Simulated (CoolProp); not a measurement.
Water along the isotherm 723.1 K: fugacity coefficient from the reference equation and from simpler models built on Tc = 647.1 K, pc = 22.06 MPa, ω = 0.344; each cubic takes its own stable root.

Model: reference Helmholtz-energy equation of state, Wagner 2002, in CoolProp.

```csv
p (MPa),phase,reference
6.67,gas,0.9348
13.3,gas,0.8704
20,gas,0.8058
26.7,supercritical,0.7421
33.3,supercritical,0.6804
40,supercritical,0.6202
46.7,supercritical,0.5659
53.3,supercritical,0.5210
60,supercritical,0.4836
66.7,supercritical,0.4529
73.3,supercritical,0.4279
80,supercritical,0.4065
86.7,supercritical,0.3885
93.3,supercritical,0.3733
100,supercritical,0.3600
```

Task: How far does each simpler model (van der Waals, Redlich-Kwong, Soave-Redlich-Kwong, Peng-Robinson) lie from the reference over these 15 states: mean and median of the absolute difference, and the worst?

Result: 
- van der Waals: mean 4.4 %, median 2.9 %, worst +14.5 % at 723.1 K and 100 MPa
- Redlich-Kwong: mean 3.0 %, median 2.7 %, worst +7.7 % at 723.1 K and 100 MPa
- Soave-Redlich-Kwong: mean 7.8 %, median 6.7 %, worst +19.6 % at 723.1 K and 100 MPa
- Peng-Robinson: mean 3.7 %, median 3.0 %, worst +9.2 % at 723.1 K and 100 MPa
